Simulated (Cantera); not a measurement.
# SiH4 + Cl2 + H2 (silicon epitaxy and polysilicon growth)

A closed system holds: 1 mol SiH4, 0.29 mol Cl2, 21 mol H2, held at 0.780 bar.

Cantera equilibrium calculation (NASA polynomials, part measured and part estimated; ideal gas, pure solids and liquids). Candidate condensed phases: Si; 19 gas species. The tables' values for SiCl3 are old estimates; treat these amounts as uncertain. Gases not in the tables: Si2H6 and higher silanes. Kinetics and transport are ignored.

```csv
T (K),x H2,x HCl,x SiCl2,x SiHCl3,x H,x SiCl3,n Si(s),n Si(l)
1323,0.978,0.0200,0.00112,0.000402,1.78e-6,0.000182,0.953,0
1373,0.977,0.0208,0.00127,0.000224,3.73e-6,0.000144,0.958,0
1423,0.977,0.0212,0.00138,0.000124,7.43e-6,0.000110,0.960,0
1473,0.977,0.0213,0.00147,6.94e-5,1.42e-5,8.32e-5,0.961,0
1523,0.977,0.0214,0.00154,3.99e-5,2.59e-5,6.33e-5,0.961,0
1573,0.977,0.0214,0.00159,2.35e-5,4.55e-5,4.86e-5,0.960,0
1623,0.977,0.0214,0.00164,1.43e-5,7.73e-5,3.77e-5,0.960,0
1673,0.977,0.0214,0.00169,8.95e-6,0.000127,2.97e-5,0.959,0
1723,0.977,0.0215,0.00164,5.50e-6,0.000204,2.27e-5,0,0.960
1773,0.976,0.0217,0.00155,3.39e-6,0.000318,1.71e-5,0,0.962
```
x: gas mole fraction; n: condensed amount in mol.

From 1323 K to 1673 K the condensed part is Si(s). From 1723 K to 1773 K the condensed part is Si(l). The main Si-bearing gas is SiCl2 throughout.
